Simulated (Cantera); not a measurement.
Feed: 1 mol Zr, 2.8 mol N2, at 1550 K and 1.40e-6 bar.

These are equilibrium values from Cantera (NASA tables, ideal gas, pure condensed phases), not measurements of a reactor. Candidate condensed phases: Zr, ZrN; 4 gas species. ZrN: taken at fixed stoichiometry. Kinetics and transport are ignored.

Base state: N2 1.00 (mole fractions); condensed: ZrN(s).

Q: What changes in the equilibrium state with this change: 0.98 mol H2O added?

A: 
```tsv
species	before	after
N2	1.00	0.717
H2	0	0.269
H	0	0.0138
ZrN(s), mol	1.00	0.510
ZrO2(tetragonal), mol	0	0.490
```
Mutual solubility and eutectic melting of coexisting phases are not modelled. Condensed phases not in the tables: solid solutions among these carbides, nitrides and lower oxides. Further candidate phases: H2O, ZrO2.
